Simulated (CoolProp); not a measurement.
Properties of propylene along the isotherm 441.5 K (Tc = 364.2 K, pc = 45.55 bar, ω = 0.146).

Model: reference Helmholtz-energy equation of state, Lemmon 2013, in CoolProp.

```tsv
p (bar)	phase	cp (kJ/(kg K))	isothermal compressibility (1/MPa)	expansivity (1/kK)	viscosity (µPa s)
0.72	gas	2.065	13.93	2.287	12.6
1.12	gas	2.067	8.970	2.300	12.6
1.75	gas	2.070	5.756	2.319	12.6
2.72	gas	2.075	3.718	2.350	12.6
4.23	gas	…	2.406	2.400	12.7
6.59	gas	2.095	1.560	2.479	12.7
10.3	gas	2.117	…	2.613	12.9
16	gas	2.153	0.6704	…	13.1
24.9	gas	2.221	0.4500	3.248	13.6
38.7	gas	2.357	0.3121	4.063	14.7
60.3	supercritical	…	0.2282	5.959	…
93.9	supercritical	3.444	0.1555	9.515	24.1
146	supercritical	3.375	0.05042	…	38.0
228	supercritical	2.968	0.01680	3.706	52.3
```

What belongs in the gaps?


- 4.23, cp (kJ/(kg K)): 2.083
- 10.3, isothermal compressibility (1/MPa): 1.015
- 16, expansivity (1/kK): 2.838
- 60.3, cp (kJ/(kg K)): 2.690
- 60.3, viscosity (µPa s): 17.2
- 146, expansivity (1/kK): 6.767

Viscosity comes from a separate model (Huber 2003), an estimate that may be off by 10 % or more.
